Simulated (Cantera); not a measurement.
Feed: 1 mol Si3N4, 1 mol CO2, 520 mol H2, 0.044 mol N2O, equilibrated at 1650 °C.

These are equilibrium values from Cantera (NASA tables, ideal gas, pure condensed phases), not measurements of a reactor. Candidate condensed phases: C, C6H6, C7H8, C8H18, H2O, Si, SiC, SiO2, Si2N2O, Si3N4; 151 gas species. Mutual solubility and eutectic melting of coexisting phases are not modelled. Gases not in the tables: Si2H6 and higher silanes. The numbers say what is thermodynamically allowed, not how fast it happens.

Question: What share of the Si ends up in condensed phases as a function of P (Pa), at 0.100, 2.50, 63, 1600, 40000, 1000000?

Answer: 
```json
[
 {"P (Pa)": "0.100", "Si condensed (%)": "0.0", "as": "-"},
 {"P (Pa)": "2.50", "Si condensed (%)": "0.0", "as": "-"},
 {"P (Pa)": "63", "Si condensed (%)": "0.0", "as": "-"},
 {"P (Pa)": "1600", "Si condensed (%)": "20.9", "as": "Si(l) + SiC(s)"},
 {"P (Pa)": "40000", "Si condensed (%)": "41.6", "as": "Si(l) + SiC(s)"},
 {"P (Pa)": "1000000", "Si condensed (%)": "79.9", "as": "SiC(s) + Si2N2O(s)"}
]
```
